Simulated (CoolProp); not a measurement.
A Linde-Hampson liquefier for methane: isothermal reversible compression at 300 K from 1 atm to 25 MPa, throttling to 1 atm, return gas leaving the recuperator 2 K below the feed. Each further row changes one setting.

Model: reference Helmholtz-energy equation of state, Setzmann 1991, in CoolProp.

```
case                        liquid yield per pass  compression work (kJ/kg of gas)
--------------------------  ---------------------  -------------------------------
as stated                                   0.216                              808
high pressure 50 MPa                        0.246                              916
warm-end temperature 330 K                  0.165                              907
warm-end gap 7 K                            0.207                              808
```
